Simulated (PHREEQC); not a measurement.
Make-up at 20 °C: 0.0094 mol/kgw CuCl2, 7e-05 mol/kgw HCl and 0.001 mol/kgw H3BO3. Closed to the air; pH follows from the charge balance.

Computed with PHREEQC (ion-association model, phreeqc.dat).

```
quantity                    before     after
------------------------  --------  --------
pH                            4.20      4.32
ionic strength (mol/kgw)    0.0279    0.0268
CuCl+ (mol/kgw)           0.000200   5.48e-7
CuCl2 (mol/kgw)            1.37e-6  1.40e-11
Cu2(OH)2+2 (mol/kgw)       3.27e-7   3.08e-7
Cu(OH)2 (mol/kgw)          2.68e-8   3.47e-8
```

**Question.** What was changed between the two runs?
(A) 0.0043 mol/kgw (CH3)4NCl added
(B) CuCl2 replaced by CuSO4 at the same molality
(C) H3BO3 left out
(D) temperature from 20 to 30 °C
(E) diluted 10-fold with water

**Answer.** B, CuCl2 replaced by CuSO4 at the same molality

This is a speciation only: nothing precipitates in the calculation.
